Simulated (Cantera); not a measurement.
Feed: 1 mol SiHCl3, 0.073 mol HCl, 31 mol N2, held at 18.0 mbar.

These are equilibrium values from Cantera (NASA tables, ideal gas, pure condensed phases), not measurements of a reactor. Candidate condensed phases: NH4Cl, Si, Si3N4; 28 gas species. N2 is the only nitrogen source here; it is nearly inert below about 1500 K, so the nitride shown seldom forms there in practice. The numbers say what is thermodynamically allowed, not how fast it happens.

Problem. Which condensed phases are stable at each of these points (T (K)): 1175, 1225, 1275, 1325, 1375, 1425, 1475, 1525, 1575, 1625, 1675, 1725?

Solution. 
```
T (K)  condensed phases  Si condensed (%)
-----  ----------------  ----------------
1175           Si3N4(s)              47.0
1225           Si3N4(s)              46.3
1275           Si3N4(s)              44.8
1325           Si3N4(s)              41.5
1375           Si3N4(s)              35.2
1425           Si3N4(s)              25.4
1475           Si3N4(s)              13.4
1525           Si3N4(s)               2.4
1575           gas only               0.0
1625           gas only               0.0
1675           gas only               0.0
1725           gas only               0.0
```

From 1175 K to 1525 K the condensed part is Si3N4(s). From 1575 K to 1725 K nothing is condensed.
